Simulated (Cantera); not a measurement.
Input: 1 mol Si(CH3)4, 0.42 mol C2H4, 1100 mol H2, equilibrated at 2325 °C and 1.00 bar.

Method: chemical equilibrium by Gibbs-energy minimisation in Cantera with the NASA 1993 tables (ideal gas, pure condensed phases). Candidate condensed phases: C, C6H6, C7H8, C8H18, Si, SiC; 87 gas species. Gases not in the tables: Si2H6 and higher silanes. Kinetics and transport are ignored.

Base state: H2 0.960, H 0.0373, C2H2 (acetylene) 0.00206, Si 0.000613, SiH 0.000137, SiH2 8.79e-5, CH4 4.34e-5, CH3 2.96e-5 (mole fractions); condensed: gas only.

### Question
What changes in the equilibrium state with this change: Si(CH3)4 replaced by SiF4?

### Answer
| species | before | after |
|---|---|---|
| H2 | 0.960 | 0.958 |
| H | 0.0373 | 0.0373 |
| HF | 0 | 0.00349 |
| C2H2 (acetylene) | 0.00206 | 0.000350 |
| Si | 0.000613 | 0.000599 |
| SiF | 0 | 4.02e-5 |
| SiF2 | 0 | 1.50e-5 |
| SiC2 | 2.78e-5 | 4.62e-6 |
| CH4 | 4.34e-5 | 1.78e-5 |
The tables' values for SiF, SiF2 are old estimates; treat these amounts as uncertain.

### Question
What changes in the equilibrium state with this change: Si(CH3)4 replaced by SiHCl3?

### Answer
```csv
species,before,after
H2,0.960,0.959
H,0.0373,0.0373
HCl,0,0.00259
C2H2 (acetylene),0.00206,0.000349
Si,0.000613,0.000635
Cl,0,7.06e-5
SiC2,2.78e-5,4.88e-6
CH4,4.34e-5,1.78e-5
```

### Question
What changes in the equilibrium state with this change: temperature from 2325 °C to 2002 °C?

### Answer
```tsv
species	before	after
H2	0.960	0.989
H	0.0373	0.00844
C2H2 (acetylene)	0.00206	0.00177
Si	0.000613	0.000145
CH4	4.34e-5	0.000151
SiC2	2.78e-5	8.65e-6
SiH	0.000137	5.55e-5
Si2C	8.69e-6	1.09e-5
SiC(s), mol	0	0.651
```
